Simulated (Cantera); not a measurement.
Input (Python, Cantera) and output of one run.

```python
import numpy as np
import cantera as ct

gas_names = [...]  # 114 gases of nasa_gas.yaml made of C, Fe, H, O
cond_names = """
    C(gr) C6H6(L) C7H8(L) C8H18(L),n-octa Fe(a) Fe(c) Fe(d) Fe(L) FeC5O5(L) FeO(s) FeO(L) Fe(OH)2(s)
    Fe(OH)3(s) Fe2O3(s) Fe3O4(s) H2O(s) H2O(L)
""".split()


# ... load() reads the species with a 1 bar reference pressure and builds the phases ...
atoms = {
    'Fe(CO)5': {'Fe': 1, 'C': 5, 'O': 5},
    'CO': {'C': 1, 'O': 1},
    'H2': {'H': 2},
}
top_T = {'C(gr)': 4500, 'Fe2O3(s)': 1830, 'Fe3O4(s)': 1870}  # K; cautious upper limits of use, not melting points


# ... equilibrate(T, P, feed) seeds the gas with the atoms and calls Mixture.equilibrate('TP', solver="vcs", rtol=1e-11, max_steps=5000) ...
results = []
feed = {'Fe(CO)5': 1, 'CO': 0.15, 'H2': 13}  # mol
T = 1150  # K
P = 1100  # Pa
mix = equilibrate(T, P, feed)
results.append((T, P, feed, dict(zip(mix.species_names, mix.species_moles))))
print(gas.report(threshold=0.0001))
for i in range(1, mix.n_phases):
    print(f"{mix.phase(i).name:16s} {mix.phase_moles(i):12.5e} mol")
```

Output:

```
       temperature   1150 K
          pressure   1100 Pa
           density   0.0010807 kg/m^3
  mean mol. weight   9.3942 kg/kmol
   phase of matter   gas

                          1 kg             1 kmol
                     ---------------   ---------------
          enthalpy       -6.0882e+05       -5.7193e+06  J
   internal energy       -1.6266e+06       -1.5281e+07  J
           entropy             24749        2.3249e+05  J/K
    Gibbs function        -2.907e+07       -2.7309e+08  J
 heat capacity c_p            3376.8             31722  J/K
 heat capacity c_v            2491.7             23407  J/K

                      mass frac. Y      mole frac. X     chem. pot. / RT
                     ---------------   ---------------   ---------------
               CH4        0.00022544        0.00013201           -47.148
                CO           0.84574           0.28365           -43.308
                H2           0.15367           0.71608           -22.708
               H2O        0.00020093        0.00010478           -64.284
     [ +110 minor]        0.00016373        3.5554e-05

C(gr)             1.38137e-04 mol
Fe(a)             1.00000e+00 mol
FeC5O5(L)         0.00000e+00 mol
FeO(s)            0.00000e+00 mol
Fe(OH)2(s)        0.00000e+00 mol
Fe(OH)3(s)        0.00000e+00 mol
Fe2O3(s)          0.00000e+00 mol
Fe3O4(s)          0.00000e+00 mol
```

Cantera equilibrium calculation (NASA polynomials, part measured and part estimated; ideal gas, pure solids and liquids).
